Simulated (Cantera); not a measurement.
Feed: 1 mol PbO, 0.4 mol H2, 0.071 mol H2O, equilibrated at 23.3 Torr.

Method: chemical equilibrium by Gibbs-energy minimisation in Cantera with the NASA 1993 tables (ideal gas, pure condensed phases). Candidate condensed phases: H2O, Pb, PbO, PbO2, Pb3O4; 12 gas species. Each liquid is taken as pure. Mutual solubility and eutectic melting of coexisting phases are not modelled. Gases not in the tables: (PbO)n polymers. Equilibrium is a limit: real reactors are often held back by kinetics, nucleation or transport.

log p: log10 of the partial pressure in bar; n: condensed amount in mol.

```
T (K)  log p H2O  log p PbO  log p Pb    log p O2  log p OH  log p H2  n Pb(l)  n PbO(l)
-----  ---------  ---------  --------  ----------  --------  --------  -------  --------
1298       -1.55      -3.36     -2.59  (withheld)     -6.98     -4.87    0.357     0.593
1348       -1.60      -3.00     -2.32  (withheld)     -6.62     -4.82    0.310     0.582
1398       -1.69      -2.66     -2.07  (withheld)     -6.31     -4.83    0.202     0.550
1448       -1.84      -2.35     -1.91  (withheld)     -6.01     -4.98        0     0.455
1498       -1.92      -2.07     -1.99  (withheld)     -5.60     -5.26        0     0.264
1548       -2.00      -1.91     -2.07  (withheld)     -5.27     -5.45        0         0
1598       -2.01      -1.91     -2.06  (withheld)     -5.04     -5.31        0         0
1648       -2.01      -1.92     -2.05  (withheld)     -4.82     -5.17        0         0
```

Question: Some entries are withheld; supply them.

Answer: 
- 1298, log p O2: -7.52
- 1348, log p O2: -6.96
- 1398, log p O2: -6.44
- 1448, log p O2: -5.81
- 1498, log p O2: -4.78
- 1548, log p O2: -4.02
- 1598, log p O2: -3.78
- 1648, log p O2: -3.56
